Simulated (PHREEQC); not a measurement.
Acid mine or pickling water: an equilibrium model

Model water analysis in mg/kgw, 25 °C, pH 3.93, pe 9.7:

```json
[
 {"constituent": "Na", "mg/kgw": "1490"},
 {"constituent": "K", "mg/kgw": "350"},
 {"constituent": "Ca", "mg/kgw": "668"},
 {"constituent": "Mg", "mg/kgw": "353"},
 {"constituent": "Cl", "mg/kgw": "115"},
 {"constituent": "S(6) as SO4", "mg/kgw": "6700"},
 {"constituent": "Zn", "mg/kgw": "47.2"}
]
```

Valence states are taken as typed.

All values are PHREEQC results (ion-association model, phreeqc.dat), not measurements.

No solid was allowed to form.

**Question.** Predict the ionic strength, density, specific conductance.

**Answer.** ionic strength 0.166 mol/kgw; density 1.006 g/cm³; specific conductance 9340 µS/cm.

**Question.** In which forms is Zn present?

**Answer.** ZnSO4 43 %, Zn+2 40 %, Zn(SO4)2-2 17 % of the Zn.

Examples of supersaturated solids here: Gypsum. Others may be too.
